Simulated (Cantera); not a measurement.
**B + H2O + N2 (boron, boron nitride and boron oxide)**

Feed: 1 mol B, 3.8 mol H2O, 0.71 mol N2, equilibrated at 0.150 bar.

These are equilibrium values from Cantera (NASA tables, ideal gas, pure condensed phases), not measurements of a reactor. Candidate condensed phases: B, BN, B2O3, B3O3H3, H2O; 39 gas species. Gases not in the tables: H3BO3. The numbers say what is thermodynamically allowed, not how fast it happens.

```csv
T (°C),log p H2O,log p H2,log p HBO2,log p N2,log p B2O3,log p (HBO2)3,log p H,n B2O3(l)
825,-1.12,-1.30,-4.33,-1.63,-9.63,-3.43,-8.26,0.483
925,-1.12,-1.30,-3.65,-1.63,-8.06,-3.61,-7.37,0.486
1025,-1.12,-1.30,-3.08,-1.63,-6.75,-3.76,-6.62,0.480
1125,-1.13,-1.31,-2.60,-1.63,-5.64,-3.91,-5.98,0.456
1225,-1.15,-1.31,-2.20,-1.64,-4.68,-4.05,-5.42,0.397
1325,-1.18,-1.32,-1.85,-1.65,-3.85,-4.21,-4.94,0.272
1425,-1.25,-1.35,-1.57,-1.67,-3.12,-4.41,-4.51,0.0303
1525,-1.26,-1.35,-1.56,-1.67,-2.99,-5.27,-4.13,0
1625,-1.26,-1.35,-1.56,-1.67,-2.92,-6.10,-3.78,0
1725,-1.26,-1.35,-1.57,-1.67,-2.86,-6.85,-3.47,0
```
log p: log10 of the partial pressure in bar; n: condensed amount in mol.

From 825 °C to 1425 °C the condensed part is B2O3(l). From 1525 °C to 1725 °C nothing is condensed.
